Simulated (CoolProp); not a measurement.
Vapour-liquid equilibrium of R152A (1) + isobutane (2) at 0.293 bar; x and y are mole fractions of (1).

Computed with CoolProp (multi-fluid Helmholtz-energy mixture model, Outcalt 1996 and Bücker 2006; pair parameters Bell 2016).

| x | bubble temperature, mixture model (°C) | bubble temperature, Raoult's law (°C) | y, mixture model | y, Raoult's law |
|---|---|---|---|---|
| 0.05 | -44.7 | -40.2 | 0.264 | 0.080 |
| 0.125 | -49.0 | -41.1 | 0.454 | 0.190 |
| 0.2 | -51.3 | -42.0 | 0.544 | 0.291 |
| 0.275 | -52.5 | -42.7 | 0.592 | 0.384 |
| 0.35 | -53.1 | -43.5 | 0.619 | 0.469 |
| 0.425 | -53.4 | -44.2 | 0.634 | 0.548 |
| 0.5 | -53.5 | -44.9 | 0.642 | 0.621 |
| 0.575 | -53.5 | -45.6 | 0.647 | 0.689 |
| 0.65 | -53.5 | -46.2 | 0.652 | 0.753 |
| 0.725 | -53.5 | -46.8 | 0.661 | 0.812 |
| 0.8 | -53.3 | -47.4 | 0.681 | 0.867 |
| 0.875 | -52.8 | -48.0 | 0.726 | 0.920 |
| 0.95 | -51.2 | -48.5 | 0.836 | 0.969 |

The largest gap from Raoult's law is -9.8 K in bubble temperature, at x = 0.275. y crosses x between x = 0.65 and 0.725: the model has an azeotrope there.

The pair parameters rest on a limited set of measurements; away from them the model extrapolates.
